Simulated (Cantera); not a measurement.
Mixture: H2 : O2 : N2 = 1 : 0.263 : 1.82 (molar parts), at 500000 Pa, adiabatic and at constant pressure. Ignition delay is the time to a rise of 400 K.

Computed with Cantera and the H2/O2 subset of GRI-Mech 3.0, which has no nitrogen chemistry. The hydrogen kinetics of GRI-Mech 3.0 are dated; newer H2 mechanisms differ, most at raised pressure. Where the delays flatten at high temperature, the 400 K rule measures the pace of heat release, not the induction time.

**Question.** What does this change do: pressure from 500000 Pa to 190000 Pa?

**Answer.** 
```json
[
 {"quantity": "delay at 1250 K", "before": "14.7 µs", "after": "31.2 µs"},
 {"quantity": "delay at 1450 K", "before": "5.25 µs", "after": "15.5 µs"},
 {"quantity": "delay at 1650 K", "before": "3.21 µs", "after": "11.9 µs"},
 {"quantity": "delay at 1850 K", "before": "2.63 µs", "after": "12.1 µs"}
]
```
